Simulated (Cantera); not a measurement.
## Abatement and gas-phase synthesis: HCl + O₂ + N₂

Feed: 1 mol HCl, 0.23 mol O₂, 0.21 mol N₂, at 1 atm.

Cantera equilibrium calculation (NASA polynomials, part measured and part estimated; ideal gas, pure solids and liquids). Candidate condensed phases: H₂O, NH₄Cl; 29 gas species. The numbers say what is thermodynamically allowed, not how fast it happens.

```csv
T (°C),x HCl,x Cl,x N₂,x O₂,x H,x H₂O,x O,x OH,x H₂,x NO
1950,0.517,0.139,0.139,0.112,0.000109,0.0753,0.00104,0.00404,0.000294,0.00408
2100,0.486,0.169,0.137,0.103,0.000397,0.0847,0.00239,0.00730,0.000817,0.00529
2250,0.453,0.197,0.135,0.0923,0.00124,0.0929,0.00489,0.0121,0.00202,0.00656
2400,0.419,0.223,0.132,0.0815,0.00340,0.0982,0.00913,0.0187,0.00445,0.00779
2550,0.384,0.248,0.129,0.0704,0.00828,0.0992,0.0157,0.0267,0.00883,0.00889
2700,0.345,0.271,0.125,0.0596,0.0181,0.0943,0.0250,0.0353,0.0157,0.00980
2850,0.302,0.293,0.120,0.0496,0.0355,0.0831,0.0376,0.0434,0.0247,0.0104
3000,0.255,0.312,0.114,0.0405,0.0627,0.0667,0.0534,0.0491,0.0343,0.0108
3150,0.206,0.330,0.107,0.0322,0.100,0.0482,0.0720,0.0511,0.0417,0.0108
```
x: gas mole fraction; nothing condenses.

From 1950 °C to 3150 °C nothing is condensed.
